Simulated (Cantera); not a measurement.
Charge: 1 mol SiCl₄, 2.9 mol Cl₂, 12 mol H₂, held at 7.80 bar.

Cantera equilibrium calculation (NASA polynomials, part measured and part estimated; ideal gas, pure solids and liquids). Candidate condensed phases: Si; 19 gas species. The tables' values for SiCl₃ are old estimates; treat these amounts as uncertain. Equilibrium is a limit: real reactors are often held back by kinetics, nucleation or transport. All values below are at 775 °C.

Base state: H₂ 0.571, HCl 0.366, SiCl₄ 0.0619, SiHCl₃ 0.000989, SiCl₃ 1.47e-5 (mole fractions); condensed: gas only.

**Question.** What changes in the equilibrium state with this change: Cl₂ from 2.9 to 0.86 mol?

**Answer.** 
| species | before | after |
|---|---|---|
| H₂ | 0.571 | 0.799 |
| HCl | 0.366 | 0.129 |
| SiCl₄ | 0.0619 | 0.0678 |
| SiH₂Cl₂ | 1.80e-6 | 3.12e-5 |
| SiHCl₃ | 0.000989 | 0.00431 |
| SiCl₃ | 1.47e-5 | 5.41e-5 |
